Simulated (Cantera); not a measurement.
A closed system holds: 1 mol V, a varied amount of H₂O, held at 1250 K and 1.00 bar.

Points: n(H2O) (mol) = 0.83, 1.4, 2.4, 4, 6.8, 12, 19.

Cantera's Mixture.equilibrate('TP', solver="vcs", rtol=1e-11, max_steps=5000) on the NASA tables stopped like this:

```
T = 1250 K  P = 100000 Pa  n(H2O) = 0.83 mol  gas = 0.83 mol
   x: H2 1.000e+00
   condensed (mol): V(cr) 0.17  VO(s) 0.83

*******************************************************************************
CanteraError thrown by VCS_SOLVE::solve_tp_inner:
vcs_solve_TP: ERROR on step change wt[13:V2O5(L)]: -3.469446951953614e-18 < 0.0
*******************************************************************************
```

Problem. What got this run through?

Solution. One answer among several that fit: The failure is numerical, not chemical. The same input converged with solver="gibbs", rtol=1e-10, max_steps=50000, and the result passed a check of the equilibrium conditions:
```
T = 1250 K  P = 100000 Pa  n(H2O) = 0.83 mol  gas = 0.83 mol
   x: H2 1.000e+00
   condensed (mol): V(cr) 0.17  VO(s) 0.83
T = 1250 K  P = 100000 Pa  n(H2O) = 1.4 mol  gas = 1.4 mol
   x: H2 9.993e-01  H2O 6.853e-04
   condensed (mol): VO(s) 0.2019  V2O3(s) 0.399
T = 1250 K  P = 100000 Pa  n(H2O) = 2.4 mol  gas = 2.4 mol
   x: H2 6.250e-01  H2O 3.750e-01
   condensed (mol): V2O3(s) 0.5
T = 1250 K  P = 100000 Pa  n(H2O) = 4 mol  gas = 4 mol
   x: H2O 6.250e-01  H2 3.750e-01
   condensed (mol): V2O3(s) 0.5
T = 1250 K  P = 100000 Pa  n(H2O) = 6.8 mol  gas = 6.8 mol
   x: H2O 7.794e-01  H2 2.206e-01
   condensed (mol): V2O3(s) 0.5
T = 1250 K  P = 100000 Pa  n(H2O) = 12 mol  gas = 12 mol
   x: H2O 8.750e-01  H2 1.250e-01
   condensed (mol): V2O3(s) 0.5
T = 1250 K  P = 100000 Pa  n(H2O) = 19 mol  gas = 19 mol
   x: H2O 9.211e-01  H2 7.895e-02
   condensed (mol): V2O3(s) 0.5
```

The gas is ideal and each condensed phase is pure. Mutual solubility and eutectic melting of coexisting phases are not modelled. VO: taken at fixed stoichiometry. Condensed phases not in the tables: the oxides between V2O3 and V2O5 other than VO2, N, O or C dissolved in the metal.
